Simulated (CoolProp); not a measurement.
R114 along the isotherm 397 K: fugacity coefficient from the reference equation and from simpler models built on Tc = 420.6 K, pc = 33.52 bar, ω = 0.252; each cubic takes its own stable root.

Values from CoolProp's reference Helmholtz-energy equation of state, Platzer 1990. This equation is an older, rougher fit.

```json
[
 {"p (bar)": "1.2", "phase": "gas", "reference": "0.9855"},
 {"p (bar)": "2.39", "phase": "gas", "reference": "0.9711"},
 {"p (bar)": "3.59", "phase": "gas", "reference": "0.9566"},
 {"p (bar)": "4.79", "phase": "gas", "reference": "0.9421"},
 {"p (bar)": "5.99", "phase": "gas", "reference": "0.9277"},
 {"p (bar)": "7.18", "phase": "gas", "reference": "0.9134"},
 {"p (bar)": "8.38", "phase": "gas", "reference": "0.8989"},
 {"p (bar)": "9.58", "phase": "gas", "reference": "0.8845"},
 {"p (bar)": "10.8", "phase": "gas", "reference": "0.8698"},
 {"p (bar)": "12", "phase": "gas", "reference": "0.8553"},
 {"p (bar)": "13.2", "phase": "gas", "reference": "0.8408"},
 {"p (bar)": "14.4", "phase": "gas", "reference": "0.8262"},
 {"p (bar)": "15.6", "phase": "gas", "reference": "0.8115"},
 {"p (bar)": "16.8", "phase": "gas", "reference": "0.7968"}
]
```

Problem. How far does each simpler model (Redlich-Kwong, Soave-Redlich-Kwong) lie from the reference over these 14 states: mean and median of the absolute difference, and the worst?

Solution. 
- Redlich-Kwong: mean 0.3 %, median 0.3 %, worst +0.8 % at 397 K and 16.8 bar
- Soave-Redlich-Kwong: mean 0.0 %, median 0.0 %, worst +0.1 % at 397 K and 16.8 bar
